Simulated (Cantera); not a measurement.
An isothermal, constant-pressure homogeneous reactor starts with H2 : O2 = 0.17 : 1 (molar parts), equivalence ratio 0.085, at 1125 K and 0.0132 atm.

Cantera simulation using the H2/O2 subset of GRI-Mech 3.0, which has no nitrogen chemistry; the numbers are that mechanism's predictions, not measurements. Radical loss at walls, strong at low pressure, is not modelled. The temperature is held fixed by assumption; the heat of reaction is taken as removed at once.

One state of this run: x H2 = 5.37e-7; x O2 = 0.843; x O = 5.35e-6; x H2O = 0.157; x H2O2 = 1.29e-8; x H = 4.00e-8. x: mole fraction; the columns are a selection and need not sum to one.

**Question.** Which value of t (s) does it belong to?
A. 0.516
B. 0.000344
C. 1.75
D. 3.00e-5

**Answer.** C, 1.75
